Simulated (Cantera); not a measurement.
A closed system holds: 1 mol Cu₂O, 9.6 mol CO, 0.92 mol N₂, at 1.80 bar.

These are equilibrium values from Cantera (NASA tables, ideal gas, pure condensed phases), not measurements of a reactor. Candidate condensed phases: C, Cu, CuO, Cu₂O; 27 gas species. The numbers say what is thermodynamically allowed, not how fast it happens.

x: gas mole fraction; n: condensed amount in mol.

```json
[
 {"T (K)": "823", "x CO": "0.0942", "x CO₂": "0.765", "x N₂": "0.141", "x Cu": "<1e-12", "x Cu₂": "<1e-12", "x NO": "<1e-12", "n C(graphite)": "3.99", "n Cu(s)": "2.00", "n Cu(l)": "0"},
 {"T (K)": "923", "x CO": "0.314", "x CO₂": "0.561", "x N₂": "0.125", "x Cu": "<1e-12", "x Cu₂": "<1e-12", "x NO": "<1e-12", "n C(graphite)": "3.14", "n Cu(s)": "2.00", "n Cu(l)": "0"},
 {"T (K)": "1023", "x CO": "0.638", "x CO₂": "0.262", "x N₂": "0.101", "x Cu": "[?]", "x Cu₂": "<1e-12", "x NO": "<1e-12", "n C(graphite)": "1.39", "n Cu(s)": "2.00", "n Cu(l)": "0"},
 {"T (K)": "1123", "x CO": "0.817", "x CO₂": "0.0951", "x N₂": "0.0875", "x Cu": "[?]", "x Cu₂": "<1e-12", "x NO": "<1e-12", "n C(graphite)": "0", "n Cu(s)": "2.00", "n Cu(l)": "0"},
 {"T (K)": "1223", "x CO": "0.817", "x CO₂": "0.0951", "x N₂": "0.0875", "x Cu": "[?]", "x Cu₂": "<1e-12", "x NO": "<1e-12", "n C(graphite)": "0", "n Cu(s)": "2.00", "n Cu(l)": "0"},
 {"T (K)": "1323", "x CO": "0.817", "x CO₂": "0.0951", "x N₂": "0.0875", "x Cu": "[?]", "x Cu₂": "1.53e-11", "x NO": "6.95e-12", "n C(graphite)": "0", "n Cu(s)": "2.00", "n Cu(l)": "0"},
 {"T (K)": "1423", "x CO": "0.817", "x CO₂": "0.0951", "x N₂": "0.0875", "x Cu": "[?]", "x Cu₂": "2.69e-10", "x NO": "7.51e-11", "n C(graphite)": "0", "n Cu(s)": "0", "n Cu(l)": "2.00"},
 {"T (K)": "1523", "x CO": "0.817", "x CO₂": "0.0951", "x N₂": "0.0875", "x Cu": "[?]", "x Cu₂": "3.03e-9", "x NO": "5.92e-10", "n C(graphite)": "0", "n Cu(s)": "0", "n Cu(l)": "2.00"},
 {"T (K)": "1623", "x CO": "0.817", "x CO₂": "0.0951", "x N₂": "0.0874", "x Cu": "[?]", "x Cu₂": "2.51e-8", "x NO": "3.61e-9", "n C(graphite)": "0", "n Cu(s)": "0", "n Cu(l)": "2.00"},
 {"T (K)": "1723", "x CO": "0.817", "x CO₂": "0.0950", "x N₂": "0.0874", "x Cu": "[?]", "x Cu₂": "1.60e-7", "x NO": "1.78e-8", "n C(graphite)": "0", "n Cu(s)": "0", "n Cu(l)": "2.00"}
]
```

Task: Fill in the missing entries.

Result: 
- 1023, x Cu: 2.14e-11
- 1123, x Cu: 6.96e-10
- 1223, x Cu: 1.27e-8
- 1323, x Cu: 1.49e-7
- 1423, x Cu: 1.16e-6
- 1523, x Cu: 6.69e-6
- 1623, x Cu: 3.09e-5
- 1723, x Cu: 0.000119
